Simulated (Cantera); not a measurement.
Mixture: 5.19 % CH₄, 1.56 % C₂H₆, 19.6 % O₂, 73.7 % N₂, at 1.70 bar, adiabatic and at constant volume. Ignition delay is the time to a rise of 400 K.

Cantera simulation using GRI-Mech 3.0 (53 species, 325 reactions); the numbers are that mechanism's predictions, not measurements.

Predict: delay at 1298 K; delay at 1398 K; delay at 1498 K; delay at 1598 K; apparent activation energy between 1548 and 1648 K.


```
Property                                                 Value
--------------------------------------------------  ----------
delay at 1298 K                                       0.477 ms
delay at 1398 K                                       0.173 ms
delay at 1498 K                                        78.1 µs
delay at 1598 K                                        39.6 µs
apparent activation energy between 1548 and 1648 K  130 kJ/mol
```
